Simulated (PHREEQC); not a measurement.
Make-up at 20 °C: 2.4 mmol/kgw NaHCO3 and 16 mmol/kgw MgSO4. Closed to the air; pH follows from the charge balance.

Model: ion-association model, phreeqc.dat, run in PHREEQC.

Task: The ionic strength comes out as 0.0444 mol/kgw. What activity coefficients do Na+, MgOH+, SO4-2, MgHCO3+, Mg+2 get?

Result: Na+ 0.83, MgOH+ 0.84, SO4-2 0.48, MgHCO3+ 0.83, Mg+2 0.50.

This is a speciation only: nothing precipitates in the calculation.
